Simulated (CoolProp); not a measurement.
A single-stage vapour-compression cycle with the fluid: evaporating at 314.15 K (dew point), condensing at 383.15 K (bubble point), superheat 0 K, subcooling 8 K, compressor efficiency 0.6, no pressure losses. The same conditions are run with several fluids, on thermodynamics alone (safety and materials aside).

Computed with CoolProp (reference Helmholtz-energy equation of state of each fluid (hexamethyldisiloxane (MM): Thol 2016; tetrahydrofuran: Fiedler 2023; the fluoroketone C6F12O (FK-5-1-12): McLinden 2015; R21: Platzer 1990; cyclohexane: Zhou 2014; n-perfluorohexane: Gao 2022)). The equations of Platzer and Polt are older, rougher fits.

```tsv
fluid	cooling COP	pressure ratio	discharge temperature (K)	refrigerating effect (kJ/kg)	volumetric capacity (kJ/m³)
hexamethyldisiloxane (MM)	?	11.1	383.1	97.8	73.5
tetrahydrofuran	2.31	8.37	420.8	?	373
the fluoroketone C6F12O (FK-5-1-12)	0.992	?	383.2	?	195
R21	?	5.34	435.1	152	?
cyclohexane	2.19	8.82	393.3	255	?
n-perfluorohexane	1.02	8.01	383.2	20.4	156
```

Question: Complete the blanks.

Answer: 
- hexamethyldisiloxane (MM), cooling COP: 1.69
- tetrahydrofuran, refrigerating effect (kJ/kg): 318
- the fluoroketone C6F12O (FK-5-1-12), pressure ratio: 7.48
- the fluoroketone C6F12O (FK-5-1-12), refrigerating effect (kJ/kg): 20.1
- R21, cooling COP: 2.16
- R21, volumetric capacity (kJ/m³): 1970
- cyclohexane, volumetric capacity (kJ/m³): 214

The compression ends wet for: hexamethyldisiloxane (MM); the fluoroketone C6F12O (FK-5-1-12); n-perfluorohexane.
